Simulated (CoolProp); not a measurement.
Model: reference Helmholtz-energy equation of state, Zhou 2016, in CoolProp.

Question: For R245ca, give the phase and the cv (kJ/(kg K)) at 450 K and 0.901 bar; 450 K and 12.3 bar.

Answer: 
- 450 K and 0.901 bar: gas; cv 1.10
- 450 K and 12.3 bar: gas; cv 1.13
